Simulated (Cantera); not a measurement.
**Equilibrium for calcination and drying: Ca(OH)2 + H2O + H2**

Charge: 1 mol Ca(OH)2, 0.52 mol H2O, 0.021 mol H2, at 8.90 bar.

Cantera equilibrium calculation (NASA polynomials, part measured and part estimated; ideal gas, pure solids and liquids). Candidate condensed phases: Ca, CaO, Ca(OH)2, H2O; 14 gas species. Equilibrium is a limit: real reactors are often held back by kinetics, nucleation or transport.

| T (K) | x H2O | x H2 | x OH | x Ca(OH)2 | x H | x O2 | n Ca(OH)2(s) | n CaO(s) |
|---|---|---|---|---|---|---|---|---|
| 823 | 0.961 | 0.0388 | <1e-12 | <1e-12 | <1e-12 | <1e-12 | 1.00 | 0 |
| 923 | 0.961 | 0.0388 | <1e-12 | <1e-12 | 1.62e-11 | <1e-12 | 1.00 | 0 |
| 1023 | 0.986 | 0.0136 | 3.09e-11 | 2.75e-11 | 1.62e-10 | <1e-12 | 0 | 1.00 |
| 1123 | 0.986 | 0.0136 | 6.21e-10 | 4.40e-10 | 1.67e-9 | <1e-12 | 0 | 1.00 |
| 1223 | 0.986 | 0.0136 | 7.67e-9 | 4.47e-9 | 1.18e-8 | <1e-12 | 0 | 1.00 |
| 1323 | 0.986 | 0.0136 | 6.50e-8 | 3.18e-8 | 6.21e-8 | 9.89e-12 | 0 | 1.00 |
| 1423 | 0.986 | 0.0136 | 4.08e-7 | 1.71e-7 | 2.60e-7 | 2.41e-10 | 0 | 1.00 |
| 1523 | 0.986 | 0.0136 | 2.02e-6 | 7.38e-7 | 9.04e-7 | 3.86e-9 | 0 | 1.000 |
| 1623 | 0.986 | 0.0136 | 8.20e-6 | 2.64e-6 | 2.70e-6 | 4.42e-8 | 0 | 1.000 |
| 1723 | 0.986 | 0.0136 | 2.83e-5 | 8.14e-6 | 7.14e-6 | 3.81e-7 | 0 | 1.000 |
| 1823 | 0.986 | 0.0137 | 8.53e-5 | 2.21e-5 | 1.70e-5 | 2.59e-6 | 0 | 1.000 |
| 1923 | 0.986 | 0.0138 | 0.000229 | 5.39e-5 | 3.70e-5 | 1.43e-5 | 0 | 1.000 |
x: gas mole fraction; n: condensed amount in mol.

From 823 K to 923 K the condensed part is Ca(OH)2(s). From 1023 K to 1923 K the condensed part is CaO(s).
